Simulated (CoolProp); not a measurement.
Vapour-liquid equilibrium of o-xylene (1) + n-undecane (2) at 4.99 bar; x and y are mole fractions of (1).

The numbers come from the multi-fluid Helmholtz-energy mixture model, Zhou 2012 and Aleksandrov 2011; pair parameters Bell 2016 in CoolProp.

Q: Give the bubble temperature and the first vapour's composition at x = 0.35, 0.5, 0.575. Is there an azeotrope?

A: x = 0.35: 523.2 K, y = 0.543; x = 0.5: 514.1 K, y = 0.699; x = 0.575: 509.9 K, y = 0.763. No azeotrope shows between x = 0.05 and 0.95.

Pair parameters are fitted to limited data, so mixtures are less certain than the pure fluids.
